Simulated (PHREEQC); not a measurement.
Solution A (0.038 mol KH2PO4 and 0.052 mol HNO3 per kg of water) is mixed with solution B (0.0094 mol/kgw NiSO4 and 0.00038 mol/kgw H3BO3) at 20 °C; shares are by mass of water, 1 kg in all. Oxygen is held at 0.21 atm. CO2 from the air is kept out. Nothing may precipitate in this run.

The series has 21 steps of share of solution B, from 0 to 1.

Model: ion-association model, wateq4f.dat, run in PHREEQC.

Between which two steps does the pH jump most, and from what to what?

Between share of solution B = 0.95 and 1: from 2.81 to 6.18.

Species that the database lacks are ignored. H3PO4, which wateq4f.dat lacks, is added to it with the constant of phreeqc.dat. The database has no phosphate complexes of Ni.
